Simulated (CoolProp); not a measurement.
Vapour-liquid equilibrium of ethylbenzene (1) + o-xylene (2) at 503.2 K; x and y are mole fractions of (1).

Computed with CoolProp (multi-fluid Helmholtz-energy mixture model, Zhou 2012 and Zhou 2012; pair parameters Bell 2016).

Task: Give the bubble pressure and the first vapour's composition at x = 0.25, 0.35, 0.75. Is there an azeotrope?

Result: x = 0.25: 6.608 bar, y = 0.277; x = 0.35: 6.726 bar, y = 0.382; x = 0.75: 7.178 bar, y = 0.772. No azeotrope shows between x = 0.05 and 0.95.

Pair parameters are fitted to limited data, so mixtures are less certain than the pure fluids.
